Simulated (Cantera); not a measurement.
Charge: 1 mol BN, 2.8 mol F₂, 0.6 mol N₂, held at 1075 K and 0.360 bar.

Method: chemical equilibrium by Gibbs-energy minimisation in Cantera with the NASA 1993 tables (ideal gas, pure condensed phases). Candidate condensed phases: B, BN; 13 gas species. Equilibrium is a limit: real reactors are often held back by kinetics, nucleation or transport.

Base state: N₂ 0.296, BF₃ 0.271, F₂ 0.263, F 0.167, NF₃ 0.00365 (mole fractions); condensed: gas only.

Q: What changes in the equilibrium state with this change: pressure from 0.360 bar to 13.3 mbar?

A: 
```json
[
 {"species": "F", "before": "0.167", "after": "0.451"},
 {"species": "N₂", "before": "0.296", "after": "0.251"},
 {"species": "BF₃", "before": "0.271", "after": "0.228"},
 {"species": "F₂", "before": "0.263", "after": "0.0706"},
 {"species": "NF₃", "before": "0.00365", "after": "1.73e-5"}
]
```
